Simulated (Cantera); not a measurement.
A closed system holds: 1 mol PbO, 16 mol H2, held at 0.188 Torr.

Equilibrium computed with Cantera from the NASA thermochemical tables; the gas is ideal and each condensed phase is pure. Candidate condensed phases: H2O, Pb, PbO, PbO2, Pb3O4; 12 gas species. Rates play no part.

Q: Which condensed phases are stable at each of these points (T (K)): 823, 873, 923, 973, 1023, 1073, 1123, 1173, 1223, 1273, 1323, 1373, 1423, 1473?

A: 
| T (K) | condensed phases | Pb condensed (%) |
|---|---|---|
| 823 | Pb(l) | 99.1 |
| 873 | Pb(l) | 95.9 |
| 923 | Pb(l) | 83.6 |
| 973 | Pb(l) | 42.0 |
| 1023 | gas only | 0.0 |
| 1073 | gas only | 0.0 |
| 1123 | gas only | 0.0 |
| 1173 | gas only | 0.0 |
| 1223 | gas only | 0.0 |
| 1273 | gas only | 0.0 |
| 1323 | gas only | 0.0 |
| 1373 | gas only | 0.0 |
| 1423 | gas only | 0.0 |
| 1473 | gas only | 0.0 |

From 823 K to 973 K the condensed part is Pb(l). From 1023 K to 1473 K nothing is condensed.
